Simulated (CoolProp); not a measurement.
Computed with CoolProp (reference Helmholtz-energy equation of state, Lemmon 2006). It is a short technical equation, of lower accuracy than the large ones.

For toluene, give the phase and the cp (kJ/(kg K)), speed of sound (m/s), isothermal compressibility (1/MPa), expansivity (1/kK) at 281.25 °C and 6.93 bar.


- 281.25 °C and 6.93 bar: gas; cp 2.08, speed of sound 212, isothermal compressibility 1.58, expansivity 2.38
